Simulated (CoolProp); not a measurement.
Vapour pressure (MPa) of fluoroethane (R161): the reference equation beside estimates from Tc = 375.2 K, pc = 5.010 MPa, ω = 0.216. Clausius-Clapeyron is anchored at 185.5 K with a constant enthalpy of vaporisation of 22.84 kJ/mol.

Values from CoolProp's reference Helmholtz-energy equation of state, Wu 2012.

| T (K) | reference | Lee-Kesler | Clausius-Clapeyron | van der Waals | Redlich-Kwong | Soave-Redlich-Kwong | Peng-Robinson |
|---|---|---|---|---|---|---|---|
| 185.5 | 0.004848 | 0.004543 | 0.004848 | 0.1288 | (withheld) | 0.004652 | 0.005024 |
| 188.3 | 0.006043 | 0.005677 | 0.006042 | (withheld) | 0.01189 | 0.005807 | (withheld) |
| 191.1 | 0.007475 | 0.007042 | 0.007481 | 0.1575 | (withheld) | 0.007195 | (withheld) |
| 193.9 | 0.009181 | 0.008674 | 0.009207 | 0.1734 | 0.01765 | 0.008852 | 0.009414 |
| 196.7 | 0.01120 | 0.01061 | 0.01126 | 0.1904 | 0.02128 | 0.01082 | 0.01145 |
| 199.5 | 0.01357 | 0.01290 | 0.01370 | 0.2086 | 0.02548 | 0.01313 | 0.01384 |
| 202.3 | 0.01635 | 0.01558 | 0.01658 | (withheld) | 0.03031 | 0.01585 | (withheld) |
| 205.1 | 0.01957 | 0.01871 | 0.01996 | 0.2485 | 0.03586 | 0.01900 | 0.01986 |
| 207.9 | 0.02330 | 0.02234 | (withheld) | 0.2704 | 0.04217 | 0.02267 | 0.02360 |
| 210.7 | 0.02759 | 0.02654 | 0.02849 | 0.2935 | 0.04933 | 0.02689 | 0.02790 |
| 213.5 | 0.03250 | 0.03136 | 0.03380 | 0.3180 | 0.05740 | 0.03173 | 0.03281 |

Question: Fill in the missing entries.

Answer: 
- 185.5, Redlich-Kwong: 0.009647
- 188.3, van der Waals: 0.1426
- 188.3, Peng-Robinson: 0.006238
- 191.1, Redlich-Kwong: 0.01454
- 191.1, Peng-Robinson: 0.007690
- 202.3, van der Waals: 0.2279
- 202.3, Peng-Robinson: 0.01663
- 207.9, Clausius-Clapeyron: 0.02390

Absolute difference from the reference over all 11 rows, mean and median: Lee-Kesler 4.9 and 4.9 %, Clausius-Clapeyron 1.4 and 1.0 %, van der Waals 1546.9 and 1437.2 %, Redlich-Kwong 87.8 and 87.8 %, Soave-Redlich-Kwong 3.2 and 3.2 %, Peng-Robinson 2.1 and 2.0 %.
